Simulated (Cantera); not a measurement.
**Equilibrium for nitride etching: BN + F2 + N2 + HCl**

Feed: 1 mol BN, 2.1 mol F2, 13 mol N2, 45 mol HCl, held at 1.00 bar.

These are equilibrium values from Cantera (NASA tables, ideal gas, pure condensed phases), not measurements of a reactor. Candidate condensed phases: B, BN, NH4Cl; 40 gas species. The tables' values for BF2 are old estimates; treat these amounts as uncertain. Kinetics and transport are ignored.

| T (K) | x HCl | x N2 | x HF | x BF3 | x Cl |
|---|---|---|---|---|---|
| 1225 | 0.729 | 0.225 | 0.0200 | 0.0166 | 0.000601 |
| 1300 | 0.728 | 0.224 | 0.0200 | 0.0166 | 0.00120 |
| 1375 | 0.728 | 0.224 | 0.0201 | 0.0166 | 0.00220 |
| 1450 | 0.727 | 0.224 | 0.0203 | 0.0165 | 0.00371 |
| 1525 | 0.726 | 0.224 | 0.0207 | 0.0163 | 0.00579 |
| 1600 | 0.724 | 0.224 | 0.0213 | 0.0161 | 0.00835 |
| 1675 | 0.722 | 0.223 | 0.0222 | 0.0158 | 0.0111 |
| 1750 | 0.720 | 0.223 | 0.0233 | 0.0154 | 0.0138 |
| 1825 | 0.718 | 0.223 | 0.0247 | 0.0149 | 0.0161 |
x: gas mole fraction; nothing condenses.

From 1225 K to 1825 K nothing is condensed. The main B-bearing gas is BF3 throughout.
